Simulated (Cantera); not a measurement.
A perfectly stirred reactor is fed with CH4 : O2 : N2 = 0.0085 : 0.047 : 0.73 (molar parts), equivalence ratio 0.36, at 310000 Pa; it is held at 1300 K, and followed from long to short residence time.

Cantera simulation using GRI-Mech 3.0 (53 species, 325 reactions); the numbers are that mechanism's predictions, not measurements. The temperature is held fixed by assumption; the heat of reaction is taken as removed at once.

Problem. Predict: x(CH4) at τ = 3.90 s; x(O2) at τ = 3.90 s; x(CO2) at τ = 3.90 s; x(CH2O) at τ = 3.90 s; x(CH4) at τ = 20.0 ms; x(O2) at τ = 20.0 ms; x(CO2) at τ = 20.0 ms; x(CH2O) at τ = 20.0 ms.

Solution. 
```json
{
  "x(CH4) at τ = 3.90 s": "3.63e-6",
  "x(O2) at τ = 3.90 s": "0.0382",
  "x(CO2) at τ = 3.90 s": "0.0108",
  "x(CH2O) at τ = 3.90 s": "2.27e-7",
  "x(CH4) at τ = 20.0 ms": "0.000171",
  "x(O2) at τ = 20.0 ms": "0.0393",
  "x(CO2) at τ = 20.0 ms": "0.00915",
  "x(CH2O) at τ = 20.0 ms": "1.39e-5"
}
```
